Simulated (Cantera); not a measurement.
Feed: 1 mol C2F6, 0.05 mol F2, 0.76 mol H2, held at 952 °C and 20.0 Pa.

Method: chemical equilibrium by Gibbs-energy minimisation in Cantera with the NASA 1993 tables (ideal gas, pure condensed phases). Candidate condensed phases: C, C6H6, C7H8, C8H18; 95 gas species. The feed counts by its element totals alone. Gases not in the tables: C2F6 and larger saturated fluorocarbons. The numbers say what is thermodynamically allowed, not how fast it happens.

Base state: HF 0.570, CF4 0.430, CF2 1.27e-5 (mole fractions); condensed: C(graphite).

Problem. What changes in the equilibrium state with this change: H2 from 0.76 to 0.095 mol?

Solution. 
| species | before | after |
|---|---|---|
| CF4 | 0.430 | 0.886 |
| HF | 0.570 | 0.114 |
| CF2 | 1.27e-5 | 1.83e-5 |
| C(graphite), mol | 0.855 | 0.522 |
